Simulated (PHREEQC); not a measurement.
Solution (15 °C): 0.16 mol/kgw HCl, 0.043 mol/kgw K2SO4 and 1.2e-06 mol/kgw H4SiO4. Closed to the air; pH follows from the charge balance.

Equilibrium calculation in PHREEQC: ion-association model, phreeqc.dat.

Each row changes one thing in this solution. Precipitation was switched off in this run.

| case | pH | ionic strength (mol/kgw) | HSO4- (mol/kgw) | SO4-2 (mol/kgw) | KSO4- (mol/kgw) | SI of Quartz (SiO2) | SI of Sylvite (KCl) |
|---|---|---|---|---|---|---|---|
| as made | 0.99 | 0.223 | 0.0314 | 0.0102 | 0.00137 | -1.76 | -3.02 |
| H4SiO4 from 1.2e-06 to 1.08e-06 mol/kgw | 0.99 | 0.223 | 0.0314 | 0.0102 | 0.00137 | -1.81 | -3.02 |
| K2SO4 from 0.043 to 0.0086 mol/kgw | 0.91 | 0.172 | 0.00685 | 0.00169 | 5.13e-5 | -1.77 | -3.69 |
| HCl replaced by NH4Cl at the same molality | 5.46 | 0.257 | 2.75e-6 | 0.0271 | 0.00338 | -1.76 | -3.04 |
| temperature from 15 to 25 °C | 1.00 | 0.221 | 0.0328 | 0.00880 | 0.00140 | -1.91 | -3.07 |

Complexes and solids missing from the database can't appear.
